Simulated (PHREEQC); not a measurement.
**Acid mine or pickling water**

A made-up water analysis in mg/L, 90 °C, pH 3.61, pe 9.4:

```csv
constituent,mg/L
Na,139
K,27.8
Ca,262
Mg,143
Cl,259
S(6) as SO4,1190
Si as SiO2,32.6
Br,9.7
```

Valence states are taken as typed.

All values are PHREEQC results (ion-association model, phreeqc.dat), not measurements.

No solid was allowed to form.

### Question
Predict the ionic strength, specific conductance, charge-balance error.

### Answer
ionic strength 0.0352 mol/kgw; specific conductance 6640 µS/cm; charge-balance error 0.4 %.

### Question
In which forms is Na present?

### Answer
Na+ 98 %, NaSO4- 2.1 % of the Na.

Away from 25 °C the constants follow the database's enthalpies or fits; those with neither stay at their 25 °C values.
